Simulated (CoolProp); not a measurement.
Aqueous ethylene glycol as a coolant, 55 % by mass, freezing at -43.2 °C, 1 atm.

Computed with CoolProp (Melinder's fits for secondary coolants).

```csv
T (°C),viscosity (mPa s),Prandtl number,conductivity (W/(m K)),density (kg/m³)
-30,53.2,445,0.346,1092
-24.5,36.4,306,0.349,1091
-18.9,25.4,215,0.352,1089
-13.3,18.3,155,0.354,1087
-7.7,13.5,115,0.357,1085
-2.1,10.2,87.4,0.360,1082
3.5,7.95,68.0,0.363,1080
9.1,6.30,54.0,0.366,1077
14.7,5.09,43.8,0.370,1074
20.3,4.19,36.1,0.373,1071
25.8,3.52,30.4,0.376,1068
31.4,2.99,25.9,0.379,1064
37,2.58,22.3,0.382,1061
```
